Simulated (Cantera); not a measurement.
Charge: 1 mol Ca(OH)2, 0.015 mol CO2, 2.4 mol H2O, equilibrated at 402 °C and 140000 Pa.

Method: chemical equilibrium by Gibbs-energy minimisation in Cantera with the NASA 1993 tables (ideal gas, pure condensed phases). Candidate condensed phases: C, C6H6, C7H8, C8H18, Ca, CaCO3, CaO, Ca(OH)2, H2O; 115 gas species. The numbers say what is thermodynamically allowed, not how fast it happens.

### Question
What is the equilibrium state?

### Answer
| Property | Result |
|---|---|
| x(H2O) | 1.000 |
| x(CO2) | 3.66e-5 |
| n(CaCO3(calcite)) | 0.0149 mol |
| n(Ca(OH)2(s)) | 0.985 mol |
| gas amount | 2.415 mol |
| log10 activity of C(graphite) (absent) | -23.94 |
| log10 activity of Ca(s) (absent) | -39.46 |
